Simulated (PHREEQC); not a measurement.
# Buffer

Solution (20 °C): 0.013 mol KHCO3 and 0.096 mol NaF per kg of water. Closed to the air; pH follows from the charge balance.

Computed with PHREEQC (ion-association model, phreeqc.dat).

Each row changes one thing in this solution. This is a speciation only: nothing precipitates in the calculation.

| case | pH | ionic strength (mol/kgw) |
|---|---|---|
| as made | 8.08 | 0.106 |
| NaF left out | 8.28 | 0.0131 |
| KHCO3 replaced by KBr at the same molality | 8.08 | 0.106 |
| temperature from 20 to 30 °C | 7.96 | 0.106 |
| KHCO3 from 0.013 to 0.0195 mol/kgw | 8.07 | 0.112 |
| temperature from 20 to 10 °C | 8.21 | 0.106 |
| KHCO3 from 0.013 to 0.065 mol/kgw | 8.06 | 0.157 |
| 0.031 mol/kgw NaHCO3 added | 8.04 | 0.135 |
| KHCO3 from 0.013 to 0.0065 mol/kgw | 8.08 | 0.0994 |

Away from 25 °C the constants follow the database's enthalpies or fits; those with neither stay at their 25 °C values.
